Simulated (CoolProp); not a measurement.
A single-stage vapour-compression cycle with R1224YDZ: evaporating at 279.15 K (dew point), condensing at 305.15 K (bubble point), superheat 8 K, subcooling 5 K, compressor efficiency 0.7, no pressure losses. Each further row changes one setting.

The numbers come from the reference Helmholtz-energy equation of state, Akasaka 2023 in CoolProp.

| case | cooling COP | pressure ratio | discharge temperature (K) | refrigerating effect (kJ/kg) | volumetric capacity (kJ/m³) |
|---|---|---|---|---|---|
| as stated | ___ | 2.64 | 318.5 | 156 | 714 |
| evaporating temperature 284.15 K | 9.08 | 2.16 | ___ | 159 | 883 |
| condensing temperature 300.15 K | ___ | ___ | 312.9 | 162 | 741 |
| subcooling 10 K | ___ | 2.64 | 318.5 | 162 | 741 |
| superheat 18 K | 7.13 | 2.64 | ___ | ___ | 721 |
| compressor efficiency 0.6 | 6.06 | 2.64 | ___ | 156 | 714 |

Task: Fill in the missing entries.

Result: 
- as stated, cooling COP: 7.07
- evaporating temperature 284.15 K, discharge temperature (K): 317.1
- condensing temperature 300.15 K, cooling COP: 8.93
- condensing temperature 300.15 K, pressure ratio: 2.23
- subcooling 10 K, cooling COP: 7.33
- superheat 18 K, discharge temperature (K): 328.7
- superheat 18 K, refrigerating effect (kJ/kg): 164
- compressor efficiency 0.6, discharge temperature (K): 322.8
